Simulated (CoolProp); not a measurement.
Aqueous ammonia as a coolant, at -18 °C, 1 atm.

Model: Melinder's fits for secondary coolants, in CoolProp.

| mass % | freezing point (°C) | Prandtl number | density (kg/m³) | conductivity (W/(m K)) | viscosity (mPa s) |
|---|---|---|---|---|---|
| 15.2 | -23.7 | 41.4 | 949.9 | 0.436 | 4.25 |
| 17.6 | … | 43.3 | … | 0.425 | 4.32 |
| 20 | -36.5 | 45.0 | 937.7 | 0.413 | 4.36 |
| 22.5 | -45.1 | … | 931.7 | 0.403 | 4.35 |
| 24.9 | -55.0 | 46.4 | 926.0 | 0.395 | 4.30 |

Question: What belongs in the gaps?

Answer: 
- 17.6, freezing point (°C): -29.6
- 17.6, density (kg/m³): 943.7
- 22.5, Prandtl number: 46.0
